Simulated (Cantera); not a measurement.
Input: 1 mol C₆H₆, 2.6 mol H₂O, at 1425 K.

Equilibrium computed with Cantera from the NASA thermochemical tables; the gas is ideal and each condensed phase is pure. Candidate condensed phases: C, C₆H₆, C₇H₈, C₈H₁₈, H₂O; 110 gas species. The ideal-gas law is rough above about 30 bar. Kinetics and transport are ignored.

x: gas mole fraction; n: condensed amount in mol.

```csv
P (Pa),x H₂,x CO,x CH₄,x H₂O,x CO₂,n C(graphite)
10,0.682,0.317,1.75e-7,6.57e-8,1.34e-8,3.40
160,0.683,0.317,2.81e-6,1.05e-6,2.15e-7,3.40
2500,0.683,0.317,4.39e-5,1.64e-5,3.36e-6,3.40
40000,0.682,0.317,[?],[?],[?],3.40
630000,0.668,0.316,[?],[?],[?],3.35
10000000,0.534,0.298,0.107,0.0484,0.0119,3.07
```

Some entries are withheld; supply them.


- 40000, x CH₄: 0.000701
- 40000, x H₂O: 0.000263
- 40000, x CO₂: 5.37e-5
- 630000, x CH₄: 0.0106
- 630000, x H₂O: 0.00404
- 630000, x CO₂: 0.000841
